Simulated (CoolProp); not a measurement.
Vapour-liquid equilibrium of toluene (1) + o-xylene (2) at 1.33 bar; x and y are mole fractions of (1).

Values from CoolProp's multi-fluid Helmholtz-energy mixture model, Lemmon 2006 and Zhou 2012; pair parameters Bell 2016.

Q: Give the bubble temperature and the first vapour's composition at x = 0.15, 0.45, 0.95. Is there an azeotrope?

A: x = 0.15: 147.9 °C, y = 0.282; x = 0.45: 135.9 °C, y = 0.660; x = 0.95: 121.6 °C, y = 0.978. No azeotrope shows between x = 0.05 and 0.95.

The pair parameters rest on a limited set of measurements; away from them the model extrapolates.
